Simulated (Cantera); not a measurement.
Cantera run:

```python
import numpy as np
import cantera as ct

gas_names = """
    C CO CO2 C2 C2O C3 C3O2 C4 C5 Ca CaO Ca2 O O2 O3
""".split()
cond_names = """
    C(gr) Ca(a) Ca(b) Ca(L) CaCO3(caL) CaO(s) CaO(L)
""".split()


# ... load() reads the species with a 1 bar reference pressure and builds the phases ...
atoms = {
    'CaCO3': {'Ca': 1, 'C': 1, 'O': 3},
    'CO2': {'C': 1, 'O': 2},
}
top_T = {'C(gr)': 4500}  # K; cautious upper limits of use, not melting points


# ... equilibrate(T, P, feed) seeds the gas with the atoms and calls Mixture.equilibrate('TP', solver="vcs", rtol=1e-11, max_steps=5000) ...
results = []
feed = {'CaCO3': 1, 'CO2': 0.041}  # mol
T = 1473  # K
P = 1000  # Pa
mix = equilibrate(T, P, feed)
results.append((T, P, feed, dict(zip(mix.species_names, mix.species_moles))))
print(gas.report(threshold=1e-05))
for i in range(1, mix.n_phases):
    print(f"{mix.phase(i).name:16s} {mix.phase_moles(i):12.5e} mol")
```

Result:

```
       temperature   1473 K
          pressure   1000 Pa
           density   0.0035911 kg/m^3
  mean mol. weight   43.981 kg/kmol
   phase of matter   gas

                          1 kg             1 kmol
                     ---------------   ---------------
          enthalpy       -7.5689e+06       -3.3289e+08  J
   internal energy       -7.8474e+06       -3.4514e+08  J
           entropy            7489.6         3.294e+05  J/K
    Gibbs function       -1.8601e+07       -8.1809e+08  J
 heat capacity c_p            1319.2             58019  J/K
 heat capacity c_v            1130.1             49705  J/K

                      mass frac. Y      mole frac. X     chem. pot. / RT
                     ---------------   ---------------   ---------------
                CO        0.00081481         0.0012794           -46.999
               CO2           0.99872           0.99808           -66.841
                O2        0.00046515        0.00063935           -39.685
     [  +12 minor]        2.5671e-07         7.057e-07

C(gr)             0.00000e+00 mol
Ca(L)             0.00000e+00 mol
CaO(s)            1.00000e+00 mol
```

Equilibrium computed with Cantera from the NASA thermochemical tables; the gas is ideal and each condensed phase is pure.
